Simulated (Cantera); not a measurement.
## Thermodynamics of abatement and gas-phase synthesis, feed S + H₂O + O₂ + H₂

Charge: 1 mol S, 8.4 mol H₂O, 0.065 mol O₂, 2.4 mol H₂, held at 0.00240 bar.

Method: chemical equilibrium by Gibbs-energy minimisation in Cantera with the NASA 1993 tables (ideal gas, pure condensed phases). Candidate condensed phases: H₂O, H₂SO₄, S; 19 gas species. Rates play no part.

```json
[
 {"T (K)": "2650", "log p H": "-3.01", "log p O": "-3.59", "log p H₂": "-3.35", "log p H₂O": "-3.48", "log p OH": "-3.75", "log p O₂": "-4.11", "log p SO": "-4.21", "log p S": "-4.69", "log p SO₂": "-4.37"},
 {"T (K)": "2700", "log p H": "-2.95", "log p O": "-3.50", "log p H₂": "-3.42", "log p H₂O": "-3.64", "log p OH": "-3.77", "log p O₂": "-4.12", "log p SO": "-4.23", "log p S": "-4.60", "log p SO₂": "-4.51"},
 {"T (K)": "2750", "log p H": "-2.91", "log p O": "-3.43", "log p H₂": "-3.49", "log p H₂O": "-3.82", "log p OH": "-3.81", "log p O₂": "-4.15", "log p SO": "-4.27", "log p S": "-4.52", "log p SO₂": "-4.66"},
 {"T (K)": "2800", "log p H": "-2.88", "log p O": "-3.37", "log p H₂": "-3.58", "log p H₂O": "-4.03", "log p OH": "-3.87", "log p O₂": "-4.21", "log p SO": "-4.32", "log p S": "-4.44", "log p SO₂": "-4.84"},
 {"T (K)": "2850", "log p H": "-2.85", "log p O": "-3.32", "log p H₂": "-3.68", "log p H₂O": "-4.25", "log p OH": "-3.95", "log p O₂": "-4.29", "log p SO": "-4.38", "log p S": "-4.37", "log p SO₂": "-5.04"},
 {"T (K)": "2900", "log p H": "-2.83", "log p O": "-3.29", "log p H₂": "-3.79", "log p H₂O": "-4.48", "log p OH": "-4.04", "log p O₂": "-4.38", "log p SO": "-4.45", "log p S": "-4.32", "log p SO₂": "-5.26"},
 {"T (K)": "2950", "log p H": "-2.82", "log p O": "-3.26", "log p H₂": "-3.90", "log p H₂O": "-4.72", "log p OH": "-4.13", "log p O₂": "-4.48", "log p SO": "-4.54", "log p S": "-4.27", "log p SO₂": "-5.49"},
 {"T (K)": "3000", "log p H": "-2.81", "log p O": "-3.24", "log p H₂": "-4.02", "log p H₂O": "-4.96", "log p OH": "-4.23", "log p O₂": "-4.59", "log p SO": "-4.64", "log p S": "-4.23", "log p SO₂": "-5.73"}
]
```
log p: log10 of the partial pressure in bar; nothing condenses.

From 2650 K to 3000 K nothing is condensed.
